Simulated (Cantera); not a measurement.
Mixture: 29.1 % H2, 19.1 % O2, 51.8 % N2, equivalence ratio 0.76, at 100000 Pa, adiabatic and at constant pressure. Ignition delay is the time to a rise of 400 K.

Detailed kinetics in Cantera: the H2/O2 subset of GRI-Mech 3.0, which has no nitrogen chemistry. Below about 950 K walls govern HO2 and H2O2 in real vessels. Where the delays flatten at high temperature, the 400 K rule measures the pace of heat release, not the induction time.

**Question.** Predict: delay at 925 K; delay at 1025 K; delay at 1125 K; delay at 1225 K; apparent activation energy between 1175 and 1275 K.

**Answer.** delay at 925 K: 63.1 ms
delay at 1025 K: 0.162 ms
delay at 1125 K: 61.0 µs
delay at 1225 K: 34.2 µs
apparent activation energy between 1175 and 1275 K: 60 kJ/mol
